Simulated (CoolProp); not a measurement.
The numbers come from the reference Helmholtz-energy equation of state, Gao 2022 in CoolProp.

Question: For n-perfluorohexane, give the phase and the cv (kJ/(kg K)) at 450 K and 0.0429 bar; 450 K and 0.611 bar.

Answer: 
- 450 K and 0.0429 bar: gas; cv 0.983
- 450 K and 0.611 bar: gas; cv 0.983
